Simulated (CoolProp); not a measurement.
Properties of chloromethane (R40) at several states (Tc = 418.6 K, pc = 6.929 MPa, ω = 0.150).

Computed with CoolProp (reference Helmholtz-energy equation of state, Thol 2014).

```
T (K)  p (MPa)   phase        Z  cv (kJ/(kg K))  Joule-Thomson coefficient (K/MPa)  expansivity (1/kK)  fugacity coefficient
-----  -------  ------  -------  --------------  ---------------------------------  ------------------  --------------------
360.1    0.837     gas   0.9222          0.7842                              19.75               3.636                0.9272
335.7     7.45  liquid   0.1586          0.9500                           -0.08433               2.620                0.1921
263.6     3.57  liquid  0.08365           1.013                            -0.3409               1.797               0.05266
```
